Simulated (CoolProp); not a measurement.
Dodecamethylpentasiloxane (MD3M) at several states: fugacity coefficient from the reference equation and from simpler models built on Tc = 628.0 K, pc = 0.9540 MPa, ω = 0.730; each cubic takes its own stable root.

Computed with CoolProp (reference Helmholtz-energy equation of state, Thol 2019).

```
T (K)  p (MPa)   phase  reference
-----  -------  ------  ---------
402.8   0.0855  liquid    0.05352
339.4    0.117  liquid   0.001430
444.7    0.105  liquid     0.1952
222.4    0.496  liquid  5.483e-10
565.3    0.019     gas     0.9887
328.1   0.0225  liquid   0.003363
```

Problem. How far does each simpler model (Soave-Redlich-Kwong, Peng-Robinson) lie from the reference over these 6 states: mean and median of the absolute difference, and the worst?

Solution. 
- Soave-Redlich-Kwong: mean 32.8 %, median 5.8 %, worst +171.0 % at 222.4 K and 0.496 MPa
- Peng-Robinson: mean 92.4 %, median 21.5 %, worst +465.6 % at 222.4 K and 0.496 MPa
